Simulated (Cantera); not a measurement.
Standard-state values (1 bar) from the NASA 1993 polynomials, evaluated with Cantera. Values are per mole of reaction as written; species without (g) are pure solids or liquids, kept so even where they would boil at 1 bar. TiC: taken at fixed stoichiometry.

3 CCl₄(g) + 7 Ti ⇌ 4 TiCl₃ + 3 TiC

```csv
T (K),ΔH° (kJ),ΔS° (J/K),ΔG° (kJ),log10 K
375,___,___,___,___
475,___,___,___,___
575,-3136.1,-475.6,-2862.6,260.04
675,___,___,___,___
775,-3126.0,-460.5,-2769.1,186.63
875,-3121.4,-455.0,-2723.3,162.57
975,___,___,___,___
```

Question: Some entries are withheld; supply them.

Answer: 
- 375, ΔH° (kJ): -3147.3
- 375, ΔS° (J/K): -499.6
- 375, ΔG° (kJ): -2959.9
- 375, log10 K: 412.28
- 475, ΔH° (kJ): -3141.5
- 475, ΔS° (J/K): -486.0
- 475, ΔG° (kJ): -2910.7
- 475, log10 K: 320.07
- 675, ΔH° (kJ): -3130.9
- 675, ΔS° (J/K): -467.3
- 675, ΔG° (kJ): -2815.5
- 675, log10 K: 217.87
- 975, ΔH° (kJ): -3117.3
- 975, ΔS° (J/K): -450.5
- 975, ΔG° (kJ): -2678.1
- 975, log10 K: 143.47
